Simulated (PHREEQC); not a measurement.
Solution (25 °C): 0.054 mol/kgw HF and 0.0066 mol/kgw NaF. Closed to the air; pH follows from the charge balance.

All values are PHREEQC results (ion-association model, wateq4f.dat), not measurements.

Each row changes one thing in this solution. This is a speciation only: nothing precipitates in the calculation.

```tsv
case	pH	ionic strength (mol/kgw)	HF (mol/kgw)	F- (mol/kgw)	H2F2 (mol/kgw)	HF2- (mol/kgw)
as made	2.47	0.0103	0.0404	0.00889	0.00426	0.00138
NaF from 0.0066 to 0.033 mol/kgw	2.96	0.0339	0.0399	0.0293	0.00417	0.00452
HF replaced by (NH4)2SiF6 at the same molality	3.75	0.168	0.00139	0.00759	5.22e-6	4.20e-5
HF from 0.054 to 0.0594 mol/kgw	2.44	0.0105	0.0439	0.00902	0.00502	0.00152
0.00077 mol/kgw H3PO4 added	2.45	0.0104	0.0407	0.00858	0.00432	0.00134
```

Species that the database lacks are ignored. Some of these states are supersaturated (in Quartz (slow to form), Chalcedony (slow to form), for instance). SiF6-2 is the database's only silicon fluoride.
